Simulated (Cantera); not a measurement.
Source: NASA polynomial tables (part measured, part estimated), evaluated in Cantera. Values are per mole of reaction as written; species without (g) are pure solids or liquids, kept so even where they would boil at 1 bar.

Task: Between 850 and 2200 K, where is each reaction favourable under standard conditions?
- Ta + O2(g) → TaO2(g)
- 1.2 Ti + O2(g) → 0.4 Ti3O5
- 1.333 B + O2(g) → 0.6667 B2O3(g)

Result: 
- Ta + O2(g) → TaO2(g): ΔG° is -227 kJ at 850 K and -255 kJ at 2200 K; it stays negative (K > 1). ΔH° is -217 kJ and ΔS° 17 J/K at 2200 K.
- 1.2 Ti + O2(g) → 0.4 Ti3O5: ΔG° is -830 kJ at 850 K and -610 kJ at 2200 K; it stays negative (K > 1). ΔH° is -908 kJ and ΔS° -136 J/K at 2200 K.
- 1.333 B + O2(g) → 0.6667 B2O3(g): ΔG° is -537 kJ at 850 K and -498 kJ at 2200 K; it stays negative (K > 1). ΔH° is -567 kJ and ΔS° -31 J/K at 2200 K.
